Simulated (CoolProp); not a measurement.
Vapour-liquid equilibrium of dimethyl ether (1) + R227EA (2) at 256.2 K; x and y are mole fractions of (1).

Computed with CoolProp (multi-fluid Helmholtz-energy mixture model, Wu 2011 and Lemmon 2016; pair parameters Bell 2016).

```csv
x,bubble pressure (kPa),y at the bubble point,dew pressure at overall composition x (kPa),liquid density (mol/L)
0.05,94.69,0.018,90.08,9.351
0.15,86.79,0.086,83.25,9.873
0.25,81.50,0.208,80.78,10.41
0.35,80.61,0.374,80.45,10.98
0.45,84.40,0.549,81.69,11.57
0.55,92.03,0.700,84.44,12.20
0.65,102.1,0.813,88.94,12.88
0.75,113.3,0.892,95.88,13.60
0.85,124.6,0.946,106.8,14.39
0.95,135.5,0.985,125.5,15.26
```

y crosses x between x = 0.25 and 0.35: the model has an azeotrope there.

The pair parameters rest on a limited set of measurements; away from them the model extrapolates.
